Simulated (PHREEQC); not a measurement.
Dissolve 0.078 mol/kgw CuSO4, 0.00011 mol/kgw CuCl2, 0.0017 mol/kgw H2SO4 and 0.0016 mol/kgw Al(NO3)3 at 25 °C. Closed to the air; pH follows from the charge balance.

All values are PHREEQC results (ion-association model, phreeqc.dat), not measurements.

**Question.** The ionic strength comes out as 0.171 mol/kgw. What activity coefficients do Cu+2, AlSO4+, Al(SO4)2-, NO3-, HSO4- get?

**Answer.** Cu+2 0.34, AlSO4+ 0.74, Al(SO4)2- 0.74, NO3- 0.71, HSO4- 0.75.

No solid was allowed to form.
